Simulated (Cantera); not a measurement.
Charge: 1 mol C2H4, 0.16 mol CO2, 7.6 mol H2, held at 2598.15 K.

Method: chemical equilibrium by Gibbs-energy minimisation in Cantera with the NASA 1993 tables (ideal gas, pure condensed phases). Candidate condensed phases: C, C6H6, C7H8, C8H18, H2O; 110 gas species. The ideal-gas law is rough above about 30 bar. Equilibrium is a limit: real reactors are often held back by kinetics, nucleation or transport.

Problem. What share of the C ends up in condensed phases as a function of P (Pa), at 10, 46, 220, 1000, 4600, 22000, 100000, 460000, 2200000, 10000000?

Solution. 
| P (Pa) | C condensed (%) | as |
|---|---|---|
| 10 | 15.0 | C(graphite) |
| 46 | 66.3 | C(graphite) |
| 220 | 73.2 | C(graphite) |
| 1000 | 72.7 | C(graphite) |
| 4600 | 71.9 | C(graphite) |
| 22000 | 71.3 | C(graphite) |
| 100000 | 71.0 | C(graphite) |
| 460000 | 70.7 | C(graphite) |
| 2200000 | 69.5 | C(graphite) |
| 10000000 | 65.0 | C(graphite) |
